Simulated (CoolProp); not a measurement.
Vapour-liquid equilibrium of p-xylene (1) + n-nonane (2) at 253.05 °C; x and y are mole fractions of (1).

Model: multi-fluid Helmholtz-energy mixture model, Zhou 2012 and Lemmon 2006; pair parameters Bell 2016, in CoolProp.

| x | bubble pressure (MPa) | y at the bubble point | dew pressure at overall composition x (MPa) | liquid density (mol/L) |
|---|---|---|---|---|
| 0.05 | 0.8466 | 0.059 | 0.8448 | 3.925 |
| 0.2 | 0.8791 | ___ | 0.8740 | 4.146 |
| 0.35 | 0.9097 | 0.385 | ___ | 4.390 |
| 0.5 | 0.9392 | 0.537 | 0.9320 | 4.662 |
| 0.65 | 0.9682 | 0.682 | 0.9617 | ___ |
| 0.8 | ___ | 0.823 | 0.9927 | 5.302 |
| 0.95 | 1.028 | 0.957 | 1.026 | 5.679 |

Q: Fill in the missing entries.

A: 
- 0.2, y at the bubble point: 0.227
- 0.35, dew pressure at overall composition x (MPa): 0.9029
- 0.65, liquid density (mol/L): 4.964
- 0.8, bubble pressure (MPa): 0.9975

No azeotrope shows between x = 0.05 and 0.95.

Pair parameters are fitted to limited data, so mixtures are less certain than the pure fluids.
